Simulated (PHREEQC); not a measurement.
Make-up at 25 °C: 0.019 mol Cu(BF4)2 and 0.0048 mol H3BO3 per kg of water. Closed to the air; pH follows from the charge balance.

Model: ion-association model, phreeqc.dat, run in PHREEQC.

```json
[
 {"quantity": "pH", "before": "2.77", "after": "2.78"},
 {"quantity": "ionic strength (mol/kgw)", "before": "0.0584", "after": "0.0583"},
 {"quantity": "BF4- (mol/kgw)", "before": "0.0336", "after": "0.0337"},
 {"quantity": "H3BO3 (mol/kgw)", "before": "0.00502", "after": "0.00303"},
 {"quantity": "HF (mol/kgw)", "before": "0.00390", "after": "0.00439"},
 {"quantity": "BF3OH- (mol/kgw)", "before": "0.00313", "after": "0.00278"}
]
```

Task: Which change was made?
A. H3BO3 left out
B. H3BO3 from 0.0048 to 0.0024 mol/kgw
C. Cu(BF4)2 replaced by H2SiF6 at the same molality
D. H3BO3 from 0.0048 to 0.048 mol/kgw
E. Cu(BF4)2 from 0.019 to 0.0209 mol/kgw

Result: B, H3BO3 from 0.0048 to 0.0024 mol/kgw

This is a speciation only: nothing precipitates in the calculation. Real BF4- forms and hydrolyses slowly; the run takes it at equilibrium.
